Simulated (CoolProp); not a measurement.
Model: reference Helmholtz-energy equation of state, Schmidt 1985, in CoolProp.

Problem. Give the vapour pressure (MPa), vapour density (kg/m³), liquid cp (kJ/(kg K)), liquid conductivity (mW/(m K)) of saturated oxygen at 100.4, 104.4, 116.5 K.

Solution. 
| T (K) | p (MPa) | vapour density (kg/m³) | liquid cp (kJ/(kg K)) | liquid conductivity (mW/(m K)) |
|---|---|---|---|---|
| 100.4 | 0.263 | 10.8 | 1.74 | 136 |
| 104.4 | 0.362 | 14.5 | 1.76 | 130 |
| 116.5 | 0.830 | 32.0 | 1.88 | 112 |

Thermal conductivity comes from a separate model (Lemmon 2004).
